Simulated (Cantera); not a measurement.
Gas mixture: 47.2 % CO, 44.6 % C₂H₂, 8.14 % NH₃, at 4800 Pa, frozen composition.

Cantera's kinetic-theory transport with the Lennard-Jones parameters of GRI-Mech 3.0, ideal gas; thermal conductivity in the mixture-averaged form. Polar gases are described roughly by these parameters. The composition is frozen, though it would react at the higher temperatures.

One state of this run: ρ (kg/m³) = 0.0151; cp (J/kg/K) = 1927; μ (µPa s) = 33.7; λ (mW/m/K) = 85.3; Pr = 0.761; D (cm²/s) N₂ = 31.8; D (cm²/s) CH₃ = 34.9; D (cm²/s) H₂ = 113. D: mixture-averaged diffusion coefficient of that species in the mixture.

Task: Which value of T (K) does it belong to?
A) 400
B) 1000
C) 1400
D) 600

Result: B, 1000
